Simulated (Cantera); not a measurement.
An adiabatic, constant-pressure homogeneous reactor starts with H₂ : O₂ : N₂ = 1 : 0.385 : 4.62 (molar parts), equivalence ratio 1.3, at 1125 K and 5.00 bar.

Detailed kinetics in Cantera: GRI-Mech 3.0 (53 species, 325 reactions). The hydrogen kinetics of GRI-Mech 3.0 are dated; newer H2 mechanisms differ, most at raised pressure.

One state of this run: T (K) = 2052; x H₂ = 0.0409; x O₂ = 4.10e-7; x HO₂ = 3.18e-10; x H₂O₂ = 4.31e-10; x NO₂ = 6.24e-11. x: mole fraction; the columns are a selection and need not sum to one.

Task: Which value of t (s) does it belong to?
(A) 2.39
(B) 1.34e-5
(C) 0.000150
(D) 0.000504

Result: A, 2.39
